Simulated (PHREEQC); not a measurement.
A PHREEQC speciation (ion-association model, phreeqc.dat) at 25 °C gives pH 3.25 and these molalities:

| species | mol/kgw |
|---|---|
| Zn+2 | 0.124 |
| ZnSO4 | 0.0931 |
| SO4-2 | 0.0892 |
| Zn(SO4)2-2 | 0.0513 |
| Na+ | 0.0405 |
| F- | 0.00479 |
| NaSO4- | 0.00373 |
| HF | 0.00222 |
| ZnF+ | 0.00147 |
| HSO4- | 0.00130 |
| H+ | 0.000739 |
| NaF | 4.39e-5 |
| HF2- | 3.92e-5 |

### Question
What are the element totals, and what could have been dissolved in 1 kg of water to give them?

### Answer
This is not unique; one that fits is totals F 0.00860, Na 0.0443, S(6) 0.290, Zn 0.270 mol/kgw, from 0.27 mol ZnSO4, 0.0043 mol NaHF2 and 0.02 mol Na2SO4 per kg of water.

Precipitation was switched off in this run. Species that the database lacks are ignored.
